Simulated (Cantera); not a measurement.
Feed: 1 mol Al, 5.1 mol HCl, 8.5 mol H₂, equilibrated at 100000 Pa.

These are equilibrium values from Cantera (NASA tables, ideal gas, pure condensed phases), not measurements of a reactor. Candidate condensed phases: Al, AlCl₃; 12 gas species. The tables' values for AlCl₂ are old estimates; treat these amounts as uncertain. The numbers say what is thermodynamically allowed, not how fast it happens. All values below are at 1150 °C.

Base state: H₂ 0.763, HCl 0.161, AlCl₃ 0.0759, AlCl₂ 0.000369, AlCl 1.89e-5, Al₂Cl₆ 1.05e-5 (mole fractions); condensed: gas only.

Question: What changes in the equilibrium state with this change: pressure from 100000 Pa to 910 Pa?

Answer: 
| species | before | after |
|---|---|---|
| H₂ | 0.763 | 0.757 |
| HCl | 0.161 | 0.167 |
| AlCl₃ | 0.0759 | 0.0708 |
| Al₂Cl₆ | 1.05e-5 | 8.29e-8 |
| AlCl | 1.89e-5 | 0.00178 |
